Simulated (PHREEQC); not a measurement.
A solution holds 0.2 mol FeCl3 per kg of water, at 25 °C. Closed to the air; pH follows from the charge balance.

Equilibrium calculation in PHREEQC: ion-association model, phreeqc.dat.

Precipitation was switched off in this run.

**Question.** What pH, ionic strength, activity of water does the model give?

**Answer.** pH 1.87; ionic strength 0.665 mol/kgw; activity of water 0.989.

**Question.** In which forms is Fe present?

**Answer.** FeCl+2 55 %, FeCl2+ 19 %, Fe+3 17 %, Fe2(OH)2+4 4.8 %, FeOH+2 3.3 %, Fe3(OH)4+5 0.6 % of the Fe.

Saturation is exceeded, for instance for Hematite (slow to form), Goethite (slow to form); the values hold only as long as no solid forms.
